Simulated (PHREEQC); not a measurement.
Consider water at 20 °C with 0.1 mol/kgw Cu(BF4)2, 0.0018 mol/kgw HCl and 0.0021 mol/kgw KCl. Closed to the air; pH follows from the charge balance.

The numbers come from PHREEQC with the ion-association model, wateq4f.dat.

```tsv
quantity	before	after
pH	2.43	2.43
ionic strength (mol/kgw)	0.304	0.302
Cl- (mol/kgw)	0.00368	0.00170
```

Name the change that produced these shifts.
A. temperature from 20 to 85 °C
B. 0.0025 mol/kgw Na2CO3 added
C. Cu(BF4)2 left out
D. KCl left out
E. KCl replaced by (CH3)4NCl at the same molality

D, KCl left out

Precipitation was switched off in this run. Real BF4- forms and hydrolyses slowly; the run takes it at equilibrium.
